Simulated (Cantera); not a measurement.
Cantera run:

```python
import numpy as np
import cantera as ct

gas_names = """
    Fe H H2 H2S N NH NH2 NH3 N2 N2H2 N2H4 S SH SN S2 S8
""".split()
cond_names = """
    Fe(a) Fe(c) Fe(d) Fe(L) FeS(a) FeS(b) FeS(c) FeS(L) FeS2(s) S(cr1) S(cr2) S(L)
""".split()


# ... load() reads the species with a 1 bar reference pressure and builds the phases ...
atoms = {
    'FeS2': {'Fe': 1, 'S': 2},
    'H2': {'H': 2},
    'N2': {'N': 2},
}
top_T = {'FeS2(s)': 1010}  # K; cautious upper limits of use, not melting points


# ... equilibrate(T, P, feed) seeds the gas with the atoms and calls Mixture.equilibrate('TP', solver="vcs", rtol=1e-11, max_steps=5000) ...
results = []
feed = {'FeS2': 1, 'H2': 460, 'N2': 1.9}  # mol
T = 1100  # K
P = 1500  # Pa
mix = equilibrate(T, P, feed)
results.append((T, P, feed, dict(zip(mix.species_names, mix.species_moles))))
x = sorted(zip(gas.X, gas.species_names), reverse=True)
print(f"T = {T:g} K  P = {P:g} Pa  gas = {mix.phase_moles(0):.4g} mol")
print("   x: " + "  ".join(f"{s} {v:.3e}" for v, s in x if v > 0.001))
print("   condensed (mol): " + ("  ".join(f"{mix.phase(i).name} {mix.phase_moles(i):.4g}"
      for i in range(1, mix.n_phases) if mix.phase_moles(i) > 1e-12) or "none"))
```

Output:

```
T = 1100 K  P = 1500 Pa  gas = 461.9 mol
   x: H2 9.936e-01  N2 4.113e-03  H2S 2.269e-03
   condensed (mol): Fe(a) 0.04842  FeS(c) 0.9516
```

Method: chemical equilibrium by Gibbs-energy minimisation in Cantera with the NASA 1993 tables (ideal gas, pure condensed phases). Mutual solubility and eutectic melting of coexisting phases are not modelled. FeS: taken at fixed stoichiometry.
